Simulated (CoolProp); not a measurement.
Saturation properties of normal hydrogen.

Model: reference Helmholtz-energy equation of state, Leachman 2009, in CoolProp.

| T (K) | p (MPa) | liquid cp (kJ/(kg K)) | liquid viscosity (µPa s) |
|---|---|---|---|
| 20.4 | 0.1023 | 9.790 | 13.5 |
| 21.4 | 0.1357 | 10.38 | 12.4 |
| 22.4 | 0.1763 | 11.05 | 11.5 |
| 23.4 | 0.2248 | 11.81 | 10.6 |
| 24.4 | 0.2821 | 12.69 | 9.88 |
| 25.5 | 0.3562 | 13.86 | 9.12 |
| 26.5 | 0.4345 | 15.19 | 8.47 |
| 27.5 | 0.5242 | 16.90 | 7.85 |
| 28.5 | 0.6262 | 19.25 | 7.26 |
| 29.5 | 0.7414 | 22.75 | 6.67 |
| 30.5 | 0.8710 | 28.73 | 6.07 |
| 31.5 | 1.016 | 41.86 | 5.42 |
| 32.5 | 1.180 | 98.57 | 4.58 |

It boils at 20.4 K under 1 atm.

Viscosity comes from a separate model (Muzny 2013).
